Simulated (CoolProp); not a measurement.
Computed with CoolProp (reference Helmholtz-energy equation of state, McLinden 2015).

**Question.** For the fluoroketone C6F12O (FK-5-1-12), give the phase and the density (kg/m³), speed of sound (m/s), expansivity (1/kK) at 329.8 K and 1.43 MPa; 375.3 K and 1.43 MPa; 398.1 K and 1.43 MPa.

**Answer.** 
- 329.8 K and 1.43 MPa: liquid; density 1510, speed of sound 420, expansivity 2.15
- 375.3 K and 1.43 MPa: liquid; density 1350, speed of sound 287, expansivity 3.12
- 398.1 K and 1.43 MPa: liquid; density 1240, speed of sound 218, expansivity 4.31
